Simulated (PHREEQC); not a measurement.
A solution holds 0.043 mol/kgw HCl, 0.0016 mol/kgw Li2SO4 and 0.085 mol/kgw MnSO4, at 25 °C. Closed to the air; pH follows from the charge balance.

The numbers come from PHREEQC with the ion-association model, wateq4f.dat.

No solid was allowed to form.

**Question.** Order these S species by the share of S that they hold, largest first: HSO4-, SO4-2, LiSO4-, MnSO4.

**Answer.** SO4-2 (41 %), MnSO4 (33 %), HSO4- (26 %), LiSO4- (0.16 %)

**Question.** Order these Cl species by the share of Cl that they hold, largest first: MnCl2, Cl-, MnCl+.

**Answer.** Cl- (94 %), MnCl+ (6.2 %), MnCl2 (0.11 %)

The pH is 1.78 and the ionic strength 0.223 mol/kgw. Species that the database lacks are ignored.
